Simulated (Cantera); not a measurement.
A closed system holds: 1 mol SiHCl₃, 1.8 mol N₂, equilibrated at 973.15 K and 270 Torr.

These are equilibrium values from Cantera (NASA tables, ideal gas, pure condensed phases), not measurements of a reactor. Candidate condensed phases: NH₄Cl, Si, Si₃N₄; 28 gas species. N₂ is the only nitrogen source here; it is nearly inert below about 1500 K, so the nitride shown seldom forms there in practice. The tables' values for SiCl₃ are old estimates; treat these amounts as uncertain. Equilibrium is a limit: real reactors are often held back by kinetics, nucleation or transport.

Question: What is the equilibrium state?

Answer: 
| Property | Value |
|---|---|
| x(N₂) | 0.521 |
| x(HCl) | 0.215 |
| x(SiCl₄) | 0.201 |
| x(H₂) | 0.0626 |
| x(SiHCl₃) | 0.000330 |
| x(SiCl₃) | 2.68e-5 |
| x(NH₃) | 2.84e-6 |
| n(Si₃N₄(s)) | 0.136 mol |
| gas amount | 2.936 mol |
| log10 activity of Si(s) (absent) | -7.06 |
